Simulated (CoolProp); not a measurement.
Values from CoolProp's reference Helmholtz-energy equation of state, Smukala 2000.

Give the vapour pressure (kPa), vapour density (kg/m³), enthalpy of vaporisation (kJ/kg), liquid cp (kJ/(kg K)) of saturated ethylene at 180.9, 212.7, 220.6 K.


```json
[
 {"T (K)": "180.9", "p (kPa)": "190", "vapour density (kg/m³)": "3.75", "enthalpy of vaporisation (kJ/kg)": "465", "liquid cp (kJ/(kg K))": "2.44"},
 {"T (K)": "212.7", "p (kPa)": "742", "vapour density (kg/m³)": "13.6", "enthalpy of vaporisation (kJ/kg)": "407", "liquid cp (kJ/(kg K))": "2.62"},
 {"T (K)": "220.6", "p (kPa)": "976", "vapour density (kg/m³)": "17.8", "enthalpy of vaporisation (kJ/kg)": "390", "liquid cp (kJ/(kg K))": "2.71"}
]
```
